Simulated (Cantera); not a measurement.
A closed system holds: 1 mol Si₃N₄, 0.059 mol O₂, 260 mol H₂, held at 49.0 mbar.

Cantera equilibrium calculation (NASA polynomials, part measured and part estimated; ideal gas, pure solids and liquids). Candidate condensed phases: H₂O, Si, SiO₂, Si₂N₂O, Si₃N₄; 35 gas species. Gases not in the tables: Si₂H₆ and higher silanes. Kinetics and transport are ignored.

Q: At 1798 K, list the 5 most abundant gas species with their mole fractions, and the condensed phases.

A: H₂ 0.990, N₂ 0.00762, H 0.00158, SiO 0.000450, Si 6.29e-5. Condensed: Si(l).
